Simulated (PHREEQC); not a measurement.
Consider water at 77 °C with 0.0049 mol LiCl and 0.048 mol CuCl2 per kg of water. Closed to the air; pH follows from the charge balance.

Computed with PHREEQC (ion-association model, wateq4f.dat).

No solid was allowed to form.

Q: Estimate the pH, ionic strength.

A: pH 3.92; ionic strength 0.109 mol/kgw.

Q: In which forms is Cl present?

A: Cl- 80 %, CuCl+ 19 %, CuCl2 1.4 % of the Cl.

Saturation is exceeded, for instance for Atacamite; the values hold only as long as no solid forms. Species that the database lacks are ignored. Away from 25 °C the constants follow the database's enthalpies or fits; those with neither stay at their 25 °C values.
